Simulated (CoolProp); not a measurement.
Vapour-liquid equilibrium of R1234ze(E) (1) + n-pentane (2) at 0.685 bar; x and y are mole fractions of (1).

The numbers come from the multi-fluid Helmholtz-energy mixture model, Thol 2016 and Thol 2019; pair parameters Bell 2016 in CoolProp.

Problem. Give the bubble temperature and the first vapour's composition at x = 0.5, 0.65, 0.8. Is there an azeotrope?

Solution. x = 0.5: -23.3 °C, y = 0.922; x = 0.65: -24.5 °C, y = 0.932; x = 0.8: -25.6 °C, y = 0.946. No azeotrope shows between x = 0.05 and 0.95.

Pair parameters are fitted to limited data, so mixtures are less certain than the pure fluids. With so large a gap from Raoult's law the liquid may split in two, which this calculation doesn't test in full.
